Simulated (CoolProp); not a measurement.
Isohexane at 298.15 K and 0.00824 MPa is throttled through a valve to 0.00368 MPa with no heat exchange. Each further row changes one setting.

The numbers come from the reference Helmholtz-energy equation of state, Lemmon 2006 in CoolProp. It is a short technical equation, of lower accuracy than the large ones.

```tsv
case	temperature change (K)	final density (kg/m³)
as stated	-0.2	0.128
outlet pressure 0.0011 MPa	-0.3	0.0383
outlet pressure 0.00478 MPa	-0.2	0.167
```
